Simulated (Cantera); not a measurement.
Cantera with NASA thermochemical tables; ideal gases at 1 bar, condensed phases pure. Values are per mole of reaction as written; species without (g) are pure solids or liquids, kept so even where they would boil at 1 bar. TiC: taken at fixed stoichiometry.

2 NH₃(g) + 4 TiC = C₂H₄(g) + 2 HCN(g) + 4 Ti

| T (K) | ΔH° (kJ) | ΔS° (J/K) | ΔG° (kJ) | log10 K | condensed phases |
|---|---|---|---|---|---|
| 300 | ___ | ___ | ___ | ___ | TiC(s), Ti(α) |
| 498 | 1150.5 | 262.9 | 1019.5 | -106.93 | TiC(s), Ti(α) |
| 598 | 1149.5 | 261.3 | 993.3 | -86.76 | TiC(s), Ti(α) |
| 698 | ___ | ___ | ___ | ___ | TiC(s), Ti(α) |
| 798 | ___ | ___ | ___ | ___ | TiC(s), Ti(α) |
| 898 | 1148.3 | 259.4 | 915.4 | -53.24 | TiC(s), Ti(α) |
| 998 | 1148.8 | 259.9 | 889.4 | -46.55 | TiC(s), Ti(α) |
| 1098 | 1150.6 | 261.6 | 863.3 | -41.07 | TiC(s), Ti(α) |
| 1198 | 1167.9 | 276.6 | 836.5 | -36.47 | TiC(s), Ti(β) |
| 1298 | 1167.0 | 275.9 | 808.9 | -32.55 | TiC(s), Ti(β) |

Complete the blanks.


- 300, ΔH° (kJ): 1150.8
- 300, ΔS° (J/K): 263.5
- 300, ΔG° (kJ): 1071.8
- 300, log10 K: -186.61
- 698, ΔH° (kJ): 1148.7
- 698, ΔS° (J/K): 260.0
- 698, ΔG° (kJ): 967.2
- 698, log10 K: -72.38
- 798, ΔH° (kJ): 1148.2
- 798, ΔS° (J/K): 259.4
- 798, ΔG° (kJ): 941.3
- 798, log10 K: -61.61
